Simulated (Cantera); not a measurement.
A closed system holds: 1 mol TiCl₄, 0.34 mol C₃H₈, 140 mol H₂.

These are equilibrium values from Cantera (NASA tables, ideal gas, pure condensed phases), not measurements of a reactor. Candidate condensed phases: C, C₆H₆, C₇H₈, C₈H₁₈, Ti, TiC, TiCl₂, TiCl₃, TiCl₄; 96 gas species. The tables' values for TiCl₂ are old estimates. TiC: taken at fixed stoichiometry. The numbers say what is thermodynamically allowed, not how fast it happens.

Stable condensed phases, one row left out:

```
T in K \ P in Pa
             10     25     63    160    400   1000   2500   6300  16000  40000 100000
   1698       A      B      B      B      B      B      B      B      B      B      B
   1648       A      A      A      A      A      A      A      B      B      B      B
   1598       A      A      A      A      A      A      A      B      B      B      B
   1548       A      A      A      A      A      A      A      B      B      B      B
   1498       A      A      A      A      A      A      A      B      B      B      B
   1448       A      A      A      A      A      A      A      B      B      B      B
   1398       A      A      A      A      A      A      A      B      B      B      B
   1298       A      A      A      A      A      A      B      B      B      B      B
   1248       A      A      A      A      A      A      B      B      B      B      B
   1198       A      A      A      A      A      B      B      B      B      B      B
   1148       A      A      A      A      A      B      B      B      B      B      B
   1098       A      A      A      A      A      B      B      B      B      B      B
   1048       A      A      A      A      B      B      B      B      B      B      B
```

A: C + TiC; B: TiC.

Task: Give the row for 1348 K.

Result: 10: C + TiC; 25: C + TiC; 63: C + TiC; 160: C + TiC; 400: C + TiC; 1000: C + TiC; 2500: C + TiC; 6300: TiC; 16000: TiC; 40000: TiC; 100000: TiC.
